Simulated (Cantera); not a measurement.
Input: 1 mol C2H6, 0.19 mol NH3, equilibrated at 523.15 K and 975 Torr.

Cantera equilibrium calculation (NASA polynomials, part measured and part estimated; ideal gas, pure solids and liquids). Candidate condensed phases: C, C6H6, C7H8, C8H18; 92 gas species. Rates play no part.

Base state: CH4 0.920, N2 0.0539, H2 0.0259, NH3 0.000234 (mole fractions); condensed: C(graphite).

What changes in the equilibrium state with this change: NH3 from 0.19 to 0.023 mol?


```tsv
species	before	after
CH4	0.920	0.966
H2	0.0259	0.0265
N2	0.0539	0.00738
NH3	0.000234	8.97e-5
C(graphite), mol	0.381	0.503
```

What changes in the equilibrium state with this change: temperature from 523.15 K to 2623.15 K?


| species | before | after |
|---|---|---|
| H2 | 0.0259 | 0.913 |
| H | <1e-9 | 0.0353 |
| N2 | 0.0539 | 0.0203 |
| CH4 | 0.920 | 0.000135 |
| C2H2 (acetylene) | <1e-9 | 0.0162 |
| HCN | <1e-9 | 0.0129 |
| HNC | <1e-9 | 0.00173 |
| C4H2 | <1e-9 | 0.000119 |
| CH3 | <1e-9 | 9.10e-5 |
| C2H | <1e-9 | 5.76e-5 |
| C(graphite), mol | 0.381 | 1.83 |
